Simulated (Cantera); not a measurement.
A closed system holds: 1 mol Si, 0.057 mol N₂O, 100 mol N₂, equilibrated at 21000 Pa.

These are equilibrium values from Cantera (NASA tables, ideal gas, pure condensed phases), not measurements of a reactor. Candidate condensed phases: Si, SiO₂, Si₂N₂O, Si₃N₄; 16 gas species. Mutual solubility and eutectic melting of coexisting phases are not modelled. The tables' values for SiN are old estimates; treat these amounts as uncertain. Rates play no part.

log p: log10 of the partial pressure in bar; n: condensed amount in mol.

```
T (K)  log p N₂    log p Si   log p SiO  log p Si₂N  log p SiN   log p Si₂  n Si₂N₂O(s)  n Si₃N₄(s)  n Si(l)
-----  --------  ----------  ----------  ----------  ---------  ----------  -----------  ----------  -------
975       -0.68        <-12        <-12        <-12       <-12        <-12       0.0570       0.295        0
1075      -0.68        <-12        <-12        <-12       <-12        <-12       0.0570       0.295        0
1175      -0.68        <-12        <-12        <-12       <-12        <-12       0.0570       0.295        0
1275      -0.68        <-12  (withheld)        <-12       <-12        <-12       0.0570       0.295        0
1375      -0.68      -12.60       -9.11        <-12     -12.57        <-12       0.0570       0.295        0
1475      -0.68      -10.82       -7.62        <-12     -11.00        <-12       0.0570       0.295        0
1575      -0.68       -9.27       -6.32      -11.44      -9.63        <-12       0.0568       0.295        0
1675      -0.68       -7.90       -5.18       -9.71      -8.42      -11.85       0.0539       0.296        0
1775      -0.68       -6.70       -4.18       -8.18      -7.36       -9.99       0.0255       0.306        0
1875      -0.68       -5.62       -3.92       -6.81      -6.41       -8.32            0       0.314        0
1975      -0.68  (withheld)       -3.92  (withheld)      -5.55  (withheld)            0       0.310        0
2075      -0.68       -3.99       -3.92       -4.90      -4.99       -5.90            0           0    0.876
2175      -0.68       -3.54       -3.92       -4.58      -4.63       -5.36            0           0    0.763
```

**Question.** Complete the blanks.

**Answer.** 
- 1275, log p SiO: -10.84
- 1975, log p Si: -4.66
- 1975, log p Si₂N: -5.59
- 1975, log p Si₂: -6.84
